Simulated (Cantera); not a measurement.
An isothermal, constant-pressure homogeneous reactor starts with NO : N2 = 1 : 5.4 (molar parts), at 1775 K and 1.00 atm. Integrator tolerance rtol = 1e-08.

Detailed kinetics in Cantera: GRI-Mech 3.0 (53 species, 325 reactions).

Q: What does this change do: temperature 1775 to 1850 K?

A: 
```
quantity                                          before                                    after
---------------  ---------------------------------------  ---------------------------------------
x(NO) at 300 s   0.00278 (gas-phase equilibrium 0.00250)  0.00321 (gas-phase equilibrium 0.00321)
x(O2) at 300 s     0.0767 (gas-phase equilibrium 0.0769)    0.0765 (gas-phase equilibrium 0.0765)
x(N2) at 300 s       0.920 (gas-phase equilibrium 0.921)      0.920 (gas-phase equilibrium 0.920)
x(O) at 300 s    2.65e-5 (gas-phase equilibrium 2.65e-5)  5.33e-5 (gas-phase equilibrium 5.33e-5)
x(N2O) at 300 s  1.58e-7 (gas-phase equilibrium 1.57e-7)  1.99e-7 (gas-phase equilibrium 1.99e-7)
x(NO2) at 300 s  4.46e-6 (gas-phase equilibrium 4.03e-6)  4.41e-6 (gas-phase equilibrium 4.41e-6)
```

Q: What does this change do: temperature 1775 to 1700 K?

A: 
```csv
quantity,before,after
x(NO) at 300 s,0.00278 (gas-phase equilibrium 0.00250),0.00745 (gas-phase equilibrium 0.00191)
x(O2) at 300 s,0.0767 (gas-phase equilibrium 0.0769),0.0744 (gas-phase equilibrium 0.0772)
x(N2) at 300 s,0.920 (gas-phase equilibrium 0.921),0.918 (gas-phase equilibrium 0.921)
x(O) at 300 s,2.65e-5 (gas-phase equilibrium 2.65e-5),1.22e-5 (gas-phase equilibrium 1.24e-5)
x(N2O) at 300 s,1.58e-7 (gas-phase equilibrium 1.57e-7),1.39e-7 (gas-phase equilibrium 1.21e-7)
x(NO2) at 300 s,4.46e-6 (gas-phase equilibrium 4.03e-6),1.39e-5 (gas-phase equilibrium 3.64e-6)
```
